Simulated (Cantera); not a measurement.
**Premixed flame**

A freely propagating, adiabatic, planar premixed flame of H2 : O2 : N2 : H2O = 0.75 : 0.278 : 1.04 : 0.07 (molar parts), equivalence ratio 1.3, unburnt at 550 K and 1.68 atm; mixture-averaged transport, grid criteria slope 0.08 and curve 0.16, no radiation.

Detailed kinetics in Cantera: the H2/O2 subset of GRI-Mech 3.0, which has no nitrogen chemistry. Burning velocities carry a grid error of a few per cent, more on coarse grids.

```
z (mm)   T (K)  u (m/s)    x H2     x O2   x H2O   x H2O2      x OH      x H
-------  -----  -------  ------  -------  ------  -------  --------  -------
-0.639     550     7.32   0.351    0.130  0.0327    <1e-8     <1e-8    <1e-8
-0.426     550     7.32   0.351    0.130  0.0327    <1e-8     <1e-8    <1e-8
-0.319     550     7.32   0.351    0.130  0.0327    <1e-8     <1e-8    <1e-8
-0.213     550     7.31   0.351    0.130  0.0327    <1e-8     <1e-8    <1e-8
-0.106     566     7.48   0.346    0.131  0.0335  4.60e-6   2.63e-5  5.30e-5
-0.0532    798     10.3   0.312    0.125  0.0534  3.72e-5  0.000971  0.00446
0         1250     15.6   0.220   0.0905   0.133  8.93e-6   0.00300   0.0319
0.0532    1572     19.3   0.130   0.0363   0.234  3.32e-6   0.00792   0.0597
0.106     1727     21.1   0.101   0.0150   0.273  2.04e-6    0.0110   0.0635
0.213     1877     22.7  0.0958  0.00782   0.289  1.13e-6    0.0128   0.0539
0.426     2026     24.2  0.0979  0.00523   0.299  6.04e-7    0.0129   0.0404
0.852     2160     25.6  0.0992  0.00317   0.309  3.44e-7    0.0115   0.0283
1.70      2268     26.6  0.0998  0.00165   0.318  2.06e-7   0.00919   0.0187
```
x: mole fraction of selected species; z is measured from the peak of heat release.

The laminar burning velocity is 732 cm/s and the thermal thickness comes out as 0.213 mm. The peak x(H2O2) is 3.73e-5. The peak x(OH) comes out as 0.0130 and the peak x(H) is 0.0640. The grid points comes out as 117.
